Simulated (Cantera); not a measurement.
An isothermal, constant-pressure homogeneous reactor starts with 0.381 % CO, 6.22 % O₂, 0.520 % H₂O, 92.9 % N₂, at 1125 K and 2.37 atm.

Detailed kinetics in Cantera: GRI-Mech 3.0 (53 species, 325 reactions).

One state of this run: x CO = 4.52e-5; x O₂ = 0.0605; x H₂O = 0.00521; x NO = 6.65e-9; x HO₂ = 2.46e-7; x OH = 7.33e-7; x O = 9.63e-8. x: mole fraction; the columns are a selection and need not sum to one.

Problem. Which value of t (s) does it belong to?
A) 0.520
B) 0.201
C) 0.0300
D) 0.000100

Solution. A, 0.520
